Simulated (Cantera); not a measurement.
**(CH3)2SiCl2 + HCl + H2 + CH4 (silicon carbide growth)**

Input: 1 mol (CH3)2SiCl2, 0.15 mol HCl, 350 mol H2, 0.24 mol CH4, held at 1277 °C and 1.00 mbar.

These are equilibrium values from Cantera (NASA tables, ideal gas, pure condensed phases), not measurements of a reactor. Candidate condensed phases: C, C6H6, C7H8, C8H18, Si, SiC; 109 gas species. The feed counts by its element totals alone. Equilibrium is a limit: real reactors are often held back by kinetics, nucleation or transport.

The x(H2) is 0.993 and the x(HCl) is 0.00605. The x(H) is 0.000992. The x(C2H2 (acetylene)) comes out as 1.59e-5, the x(Cl) is 4.83e-6 and the x(CH4) is 2.00e-6. The x(SiCl2) is 1.08e-6 and the n(C(graphite)) is 1.23 mol. The n(SiC(s)) is 0.999 mol. The gas amount comes out as 354.8 mol. The log10 activity of Si(s) (absent) is -2.06.
